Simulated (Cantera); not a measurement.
Input: 1 mol N2O, 0.054 mol H2O, 2 mol O2, at 1075 K and 2.00 bar.

Method: chemical equilibrium by Gibbs-energy minimisation in Cantera with the NASA 1993 tables (ideal gas, pure condensed phases). Candidate condensed phases: H2O; 24 gas species. The numbers say what is thermodynamically allowed, not how fast it happens.

Base state: O2 0.703, N2 0.281, H2O 0.0152, NO 7.37e-5 (mole fractions); condensed: gas only.

Task: What changes in the equilibrium state with this change: N2O replaced by S?

Result: 
```csv
species,before,after
O2,0.703,0.428
SO2,0,0.313
SO3,0,0.230
N2,0.281,0
H2O,0.0152,0.0293
NO,7.37e-5,0
H2SO4,0,2.74e-5
```
Further candidate phases: H2SO4, S.

Task: What changes in the equilibrium state with this change: temperature from 1075 K to 2200 K?

Result: 
| species | before | after |
|---|---|---|
| O2 | 0.703 | 0.694 |
| N2 | 0.281 | 0.274 |
| H2O | 0.0152 | 0.0141 |
| NO | 7.37e-5 | 0.0135 |
| O | <1e-9 | 0.00159 |
| H | <1e-9 | 1.47e-5 |
